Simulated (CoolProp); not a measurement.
The fluid at 357.05 K and 10 MPa is throttled through a valve to 3.27 MPa with no heat exchange. The same conditions are run with several fluids, on thermodynamics alone (safety and materials aside).

Computed with CoolProp (reference Helmholtz-energy equation of state of each fluid (n-perfluoropentane: Gao 2022; cyclopropane: Polt 1992; m-xylene: Zhou 2012; R1233zd(E): Akasaka 2022; p-xylene: Zhou 2012)). The equations of Platzer and Polt are older, rougher fits.

```csv
fluid,temperature change (K),final density (kg/m³)
n-perfluoropentane,+0.5,1410
cyclopropane,-1.9,517
m-xylene,+2.7,809
R1233zd(E),+0.7,1120
p-xylene,+2.7,806
```
